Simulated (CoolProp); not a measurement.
Saturation properties of dimethyl carbonate.

The numbers come from the reference Helmholtz-energy equation of state, Zhou 2011 in CoolProp.

```json
[
 {"T (°C)": "17.45", "p (MPa)": "0.004872", "liquid density (kg/m³)": "1073", "vapour density (kg/m³)": "0.1822", "enthalpy of vaporisation (kJ/kg)": "424.2", "liquid cp (kJ/(kg K))": "1.823", "surface tension (mN/m)": "29.6"},
 {"T (°C)": "40.45", "p (MPa)": "0.01532", "liquid density (kg/m³)": "1043", "vapour density (kg/m³)": "0.5328", "enthalpy of vaporisation (kJ/kg)": "409.0", "liquid cp (kJ/(kg K))": "1.855", "surface tension (mN/m)": "26.1"},
 {"T (°C)": "63.45", "p (MPa)": "0.03995", "liquid density (kg/m³)": "1011", "vapour density (kg/m³)": "1.305", "enthalpy of vaporisation (kJ/kg)": "393.8", "liquid cp (kJ/(kg K))": "1.898", "surface tension (mN/m)": "22.7"},
 {"T (°C)": "86.45", "p (MPa)": "0.09005", "liquid density (kg/m³)": "979.2", "vapour density (kg/m³)": "2.787", "enthalpy of vaporisation (kJ/kg)": "378.2", "liquid cp (kJ/(kg K))": "1.949", "surface tension (mN/m)": "19.5"},
 {"T (°C)": "109.45", "p (MPa)": "0.1809", "liquid density (kg/m³)": "945.9", "vapour density (kg/m³)": "5.360", "enthalpy of vaporisation (kJ/kg)": "361.8", "liquid cp (kJ/(kg K))": "2.009", "surface tension (mN/m)": "16.4"},
 {"T (°C)": "132.35", "p (MPa)": "0.3307", "liquid density (kg/m³)": "911.1", "vapour density (kg/m³)": "9.485", "enthalpy of vaporisation (kJ/kg)": "344.4", "liquid cp (kJ/(kg K))": "2.076", "surface tension (mN/m)": "13.5"},
 {"T (°C)": "155.35", "p (MPa)": "0.5628", "liquid density (kg/m³)": "874.1", "vapour density (kg/m³)": "15.82", "enthalpy of vaporisation (kJ/kg)": "325.3", "liquid cp (kJ/(kg K))": "2.152", "surface tension (mN/m)": "10.7"},
 {"T (°C)": "178.35", "p (MPa)": "0.9024", "liquid density (kg/m³)": "834.4", "vapour density (kg/m³)": "25.23", "enthalpy of vaporisation (kJ/kg)": "303.8", "liquid cp (kJ/(kg K))": "2.240", "surface tension (mN/m)": "8.17"},
 {"T (°C)": "201.35", "p (MPa)": "1.379", "liquid density (kg/m³)": "790.7", "vapour density (kg/m³)": "39.05", "enthalpy of vaporisation (kJ/kg)": "279.1", "liquid cp (kJ/(kg K))": "2.357", "surface tension (mN/m)": "5.80"},
 {"T (°C)": "224.35", "p (MPa)": "2.027", "liquid density (kg/m³)": "740.6", "vapour density (kg/m³)": "59.69", "enthalpy of vaporisation (kJ/kg)": "249.1", "liquid cp (kJ/(kg K))": "2.539", "surface tension (mN/m)": "3.68"},
 {"T (°C)": "247.35", "p (MPa)": "2.892", "liquid density (kg/m³)": "678.1", "vapour density (kg/m³)": "92.67", "enthalpy of vaporisation (kJ/kg)": "209.3", "liquid cp (kJ/(kg K))": "2.909", "surface tension (mN/m)": "1.87"}
]
```

It boils at 90.1 °C under 1 atm.

Surface tension comes from a separate correlation (Mulero 2014).
